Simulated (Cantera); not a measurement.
An isothermal, constant-pressure homogeneous reactor starts with H2 : O2 : N2 = 0.056 : 1 : 1.3 (molar parts), at 1223 K and 0.00530 bar.

Computed with Cantera and the H2/O2 subset of GRI-Mech 3.0, which has no nitrogen chemistry. Radical loss at walls, strong at low pressure, is not modelled.

x: mole fraction; the columns are a selection and need not sum to one.

| t (s) | x H2 | x O2 | x O | x H2O | x HO2 | x H2O2 | x OH |
|---|---|---|---|---|---|---|---|
| 0.000800 | 0.0238 | 0.424 | 4.44e-9 | 3.05e-9 | 4.52e-9 | 1.67e-12 | 3.39e-9 |
| 0.00192 | 0.0238 | 0.424 | 3.28e-8 | 3.88e-8 | 1.09e-8 | 9.44e-12 | 2.27e-8 |
| 0.00459 | 0.0238 | 0.424 | 1.41e-6 | 2.06e-6 | 2.78e-8 | 5.34e-11 | 9.51e-7 |
| 0.0110 | 0.0149 | 0.418 | 0.00430 | 0.00662 | 5.48e-7 | 2.86e-8 | 0.00225 |
| 0.0264 | 0.000427 | 0.405 | 0.0160 | 0.0206 | 5.09e-7 | 1.41e-8 | 0.00174 |
| 0.0632 | 0.000397 | 0.406 | 0.0152 | 0.0208 | 5.01e-7 | 1.39e-8 | 0.00169 |
| 0.152 | 0.000354 | 0.407 | 0.0133 | 0.0212 | 4.87e-7 | 1.41e-8 | 0.00159 |
| 0.363 | ? | 0.410 | ? | 0.0220 | 4.53e-7 | 1.42e-8 | ? |
| 0.871 | 0.000152 | 0.413 | 0.00537 | 0.0229 | 3.74e-7 | 1.37e-8 | 0.00105 |
| 2.09 | 5.44e-5 | 0.416 | 0.00189 | 0.0236 | 2.42e-7 | 1.10e-8 | 0.000630 |
| 5.00 | ? | 0.417 | ? | 0.0239 | ? | ? | ? |

Q: Some entries are withheld; supply them.

A: 
- 0.363, x H2: 0.000270
- 0.363, x O: 0.00988
- 0.363, x OH: 0.00140
- 5.00, x H2: 1.33e-5
- 5.00, x O: 0.000459
- 5.00, x HO2: 1.11e-7
- 5.00, x H2O2: 6.56e-9
- 5.00, x OH: 0.000313
